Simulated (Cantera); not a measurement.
A closed system holds: 1 mol toluene, 2.5 mol NH3, 0.88 mol N2, 0.18 mol CO2, at 56000 Pa.

These are equilibrium values from Cantera (NASA tables, ideal gas, pure condensed phases), not measurements of a reactor. Candidate condensed phases: C, C6H6, C7H8, C8H18, H2O; 136 gas species. Equilibrium is a limit: real reactors are often held back by kinetics, nucleation or transport.

x: gas mole fraction; n: condensed amount in mol.

| T (°C) | x H2 | x CH4 | x N2 | x H2O | x CO | x CO2 | x NH3 | n C(graphite) |
|---|---|---|---|---|---|---|---|---|
| 400 | 0.222 | 0.421 | 0.306 | 0.0494 | 0.000366 | 0.000996 | 0.000436 | 4.24 |
| 475 | 0.392 | 0.286 | 0.276 | 0.0421 | 0.00199 | 0.00133 | 0.000378 | 4.95 |
| 550 | [?] | [?] | [?] | [?] | [?] | [?] | [?] | [?] |
| 625 | [?] | [?] | 0.228 | [?] | [?] | [?] | [?] | 6.27 |
| 700 | 0.710 | 0.0363 | 0.217 | 0.00710 | 0.0287 | 0.000462 | 0.000109 | 6.54 |
| 775 | 0.734 | 0.0176 | 0.212 | 0.00254 | 0.0331 | 0.000136 | 6.97e-5 | 6.67 |
| 850 | 0.745 | 0.00913 | 0.210 | 0.000950 | 0.0345 | 4.02e-5 | 4.63e-5 | 6.74 |
| 925 | 0.750 | 0.00506 | 0.209 | 0.000390 | 0.0349 | 1.33e-5 | 3.21e-5 | 6.77 |
| 1000 | 0.753 | 0.00298 | 0.209 | 0.000176 | 0.0351 | 4.95e-6 | 2.31e-5 | 6.79 |
| 1075 | 0.754 | 0.00186 | 0.208 | 8.66e-5 | 0.0351 | 2.06e-6 | 1.73e-5 | 6.80 |

Problem. Complete the blanks.

Solution. 
- 550, x H2: 0.552
- 550, x CH4: 0.159
- 550, x N2: 0.248
- 550, x H2O: 0.0312
- 550, x CO: 0.00762
- 550, x CO2: 0.00156
- 550, x NH3: 0.000273
- 550, n C(graphite): 5.73
- 625, x H2: 0.657
- 625, x CH4: 0.0775
- 625, x H2O: 0.0175
- 625, x CO: 0.0188
- 625, x CO2: 0.00116
- 625, x NH3: 0.000175
